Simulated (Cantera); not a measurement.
An adiabatic, constant-volume homogeneous reactor starts with C₃H₈ : O₂ : N₂ = 1 : 2.63 : 9.89 (molar parts), at 1450 K and 14.0 bar.

Detailed kinetics in Cantera: GRI-Mech 3.0 (53 species, 325 reactions). GRI-Mech 3.0 was tuned for natural gas; its chemistry of propane as a main component is partial and can be far from experiment. The pressure lies above the range GRI-Mech 3.0 was tuned for (to about 10 atm).

**Question.** Predict: time of steepest temperature rise; temperature at 4.00 s; equilibrium temperature; x(O₂) at 4.00 s; x(O) at 4.00 s; x(H) at 4.00 s; x(H₂O₂) at 4.00 s; x(CH₄) at 4.00 s.

**Answer.** 
```
Item                                                                   Value
---------------------------------  -----------------------------------------
time of steepest temperature rise                                    27.5 µs
temperature at 4.00 s                                                 2985 K
equilibrium temperature                                               2985 K
x(O₂) at 4.00 s                      4.28e-5 (gas-phase equilibrium 4.28e-5)
x(O) at 4.00 s                     0.000118 (gas-phase equilibrium 0.000118)
x(H) at 4.00 s                       0.00873 (gas-phase equilibrium 0.00873)
x(H₂O₂) at 4.00 s                    7.34e-8 (gas-phase equilibrium 7.34e-8)
x(CH₄) at 4.00 s                     2.03e-9 (gas-phase equilibrium 2.26e-9)
```
